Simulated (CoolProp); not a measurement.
Vapour-liquid equilibrium of R113 (1) + benzene (2) at 35.9 kPa; x and y are mole fractions of (1).

Computed with CoolProp (multi-fluid Helmholtz-energy mixture model, Marx 1992 and Thol 2012; pair parameters Bell 2016).

```
x      bubble temperature, mixture model (°C)  bubble temperature, Raoult's law (°C)  y, mixture model  y, Raoult's law
-----  --------------------------------------  -------------------------------------  ----------------  ---------------
0.05                                     44.2                                   47.2             0.230            0.139
0.125                                    38.5                                   43.7             0.430            0.310
0.2                                      34.7                                   40.5             0.546            0.444
0.275                                    31.9                                   37.7             0.624            0.552
0.35                                      ___                                   35.1             0.681            0.640
0.425                                    28.1                                   32.7               ___            0.713
0.5                                      26.6                                   30.5             0.766            0.773
0.575                                     ___                                   28.5             0.801            0.823
0.65                                     24.2                                   26.7             0.836            0.866
0.725                                    23.1                                   24.9               ___            0.903
0.8                                       ___                                   23.3             0.903            0.935
0.875                                    21.0                                   21.8             0.938            0.962
0.95                                     20.1                                   20.4             0.975            0.986
```

### Question
Fill in the missing entries.

### Answer

- 0.35, bubble temperature, mixture model (°C): 29.8
- 0.425, y, mixture model: 0.726
- 0.575, bubble temperature, mixture model (°C): 25.3
- 0.725, y, mixture model: 0.869
- 0.8, bubble temperature, mixture model (°C): 22.0

The largest gap from Raoult's law is -5.8 K in bubble temperature, at x = 0.2. No azeotrope shows between x = 0.05 and 0.95.

The pair parameters rest on a limited set of measurements; away from them the model extrapolates.
